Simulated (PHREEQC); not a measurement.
Consider water at 80 °C with 40 mmol/kgw KCl and 0.11 mmol/kgw NaHCO3. Closed to the air; pH follows from the charge balance.

Model: ion-association model, wateq4f.dat, run in PHREEQC.

Each row changes one thing in this solution. This is a speciation only: nothing precipitates in the calculation.

```csv
case,pH,ionic strength (mol/kgw)
as made,7.38,0.0401
NaHCO3 left out,6.30,0.0400
KCl left out,7.47,0.000110
temperature from 80 to 20 °C,(withheld),0.0401
NaHCO3 from 0.00011 to 1.1e-05 mol/kgw,(withheld),0.0400
NaHCO3 from 0.00011 to 0.0011 mol/kgw,7.81,(withheld)
NaHCO3 replaced by NaI at the same molality,6.30,0.0401
NaHCO3 from 0.00011 to 0.00022 mol/kgw,7.53,0.0402
temperature from 80 to 45 °C,7.73,0.0401
```

### Question
Some entries are withheld; supply them.

### Answer

- temperature from 80 to 20 °C, pH: 8.07
- NaHCO3 from 0.00011 to 1.1e-05 mol/kgw, pH: 6.88
- NaHCO3 from 0.00011 to 0.0011 mol/kgw, ionic strength (mol/kgw): 0.0411

Constants without temperature data keep their 25 °C values here.
